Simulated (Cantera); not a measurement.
Silicon nitride deposition: Si₂Cl₆ + NH₃ + N₂

A closed system holds: 1 mol Si₂Cl₆, 40 mol NH₃, 76 mol N₂, held at 0.000980 bar.

Equilibrium computed with Cantera from the NASA thermochemical tables; the gas is ideal and each condensed phase is pure. Candidate condensed phases: NH₄Cl, Si, Si₃N₄; 28 gas species. The feed counts by its element totals alone. The tables' values for SiCl, SiN are old estimates; treat these amounts as uncertain. Gases not in the tables: Si₂H₆ and higher silanes. Rates play no part.

```csv
T (K),x N₂,x H₂,x HCl,x H,n Si₃N₄(s),n Si(l)
723,0.600,0.362,0.0380,1.62e-12,0.666,0
823,0.600,0.362,0.0380,1.41e-10,0.667,0
923,0.600,0.362,0.0381,4.70e-9,0.667,0
1023,0.600,0.362,0.0381,7.95e-8,0.667,0
1123,0.600,0.362,0.0380,8.18e-7,0.667,0
1223,0.600,0.362,0.0380,5.78e-6,0.666,0
1323,0.600,0.362,0.0378,3.05e-5,0.659,0
1423,0.601,0.362,0.0366,0.000128,0.629,0
1523,0.601,0.363,0.0330,0.000445,0.536,0
1623,0.601,0.365,0.0266,0.00133,0.361,0
1723,0.602,0.362,0.0251,0.00350,0,0.829
1823,0.598,0.357,0.0255,0.00827,0,0.265
1923,0.593,0.347,0.0292,0.0177,0,0
```
x: gas mole fraction; n: condensed amount in mol.

From 723 K to 1623 K the condensed part is Si₃N₄(s). From 1723 K to 1823 K the condensed part is Si(l). At 1923 K nothing is condensed. The main Si-bearing gas is SiCl₄ at 723 K and Si at 1923 K.
